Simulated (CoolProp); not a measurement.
The fluid at 293.15 K and 0.0142 MPa is compressed adiabatically to 0.11 MPa with isentropic efficiency 0.8. The same conditions are run with several fluids, on thermodynamics alone (safety and materials aside).

Values from CoolProp's reference Helmholtz-energy equation of state of each fluid (R113: Marx 1992; R1336mzz(Z): McLinden 2020; ammonia: Gao 2020; ethylene: Smukala 2000; trans-2-butene: Lemmon 2005).

Rank R113, R1336mzz(Z), ammonia, ethylene, trans-2-butene by work (kJ/kg), highest first.

ammonia (464), ethylene (268), trans-2-butene (121), R1336mzz(Z) (39.7), R113 (35.1)

| fluid | final temperature (K) | final density (kg/m³) |
|---|---|---|
| R113 | 347.5 | 7.38 |
| R1336mzz(Z) | 340.6 | 6.62 |
| ammonia | 498.5 | 0.453 |
| ethylene | 444.5 | 0.836 |
| trans-2-butene | 366.8 | 2.06 |
